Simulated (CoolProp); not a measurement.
Computed with CoolProp (reference Helmholtz-energy equation of state, Span 2003). It is a short technical equation, of lower accuracy than the large ones.

Problem. For n-heptane, give the phase and the density (kg/m³), cp (kJ/(kg K)), cv (kJ/(kg K)), Joule-Thomson coefficient (K/MPa) at 413.1 K and 13600 kPa.

Solution. 
- 413.1 K and 13600 kPa: liquid; density 601, cp 2.68, cv 2.22, Joule-Thomson coefficient -0.265
